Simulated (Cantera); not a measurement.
Input: 1 mol SiHCl₃, 0.12 mol CH₄, 7.5 mol H₂, held at 850 °C and 0.170 bar.

These are equilibrium values from Cantera (NASA tables, ideal gas, pure condensed phases), not measurements of a reactor. Candidate condensed phases: C, C₆H₆, C₇H₈, C₈H₁₈, Si, SiC; 109 gas species. Mutual solubility and eutectic melting of coexisting phases are not modelled. The tables' values for SiCl₃ are old estimates; treat these amounts as uncertain. Rates play no part.

Base state: H₂ 0.880, SiCl₄ 0.0526, HCl 0.0380, SiHCl₃ 0.0209, SiCl₃ 0.00383, SiCl₂ 0.00347, SiH₂Cl₂ 0.00102, SiH₃Cl 1.32e-5 (mole fractions); condensed: Si(s) + SiC(s).

Task: What changes in the equilibrium state with this change: H₂ from 7.5 to 1600 mol?

Result: 
```csv
species,before,after
H₂,0.880,0.998
HCl,0.0380,0.00184
SiCl₂,0.00347,7.20e-6
SiCl₄,0.0526,2.27e-7
SiHCl₃,0.0209,2.10e-6
SiCl₃,0.00383,3.62e-7
SiH₂Cl₂,0.00102,2.39e-6
SiH₃Cl,1.32e-5,7.27e-7
"Si(s), mol",0.140,0.867
"SiC(s), mol",0.120,0.112
```
